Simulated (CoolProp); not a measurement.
The numbers come from the reference Helmholtz-energy equation of state, Smukala 2000 in CoolProp.

**Question.** For ethylene, give the phase and the density (kg/m³), cp (kJ/(kg K)), expansivity (1/kK), fugacity coefficient at 153.4 K and 20.8 MPa; 290.1 K and 20.8 MPa.

**Answer.** 
- 153.4 K and 20.8 MPa: liquid; density 605, cp 2.34, expansivity 1.98, fugacity coefficient 0.00360
- 290.1 K and 20.8 MPa: supercritical; density 419, cp 2.74, expansivity 3.98, fugacity coefficient 0.291
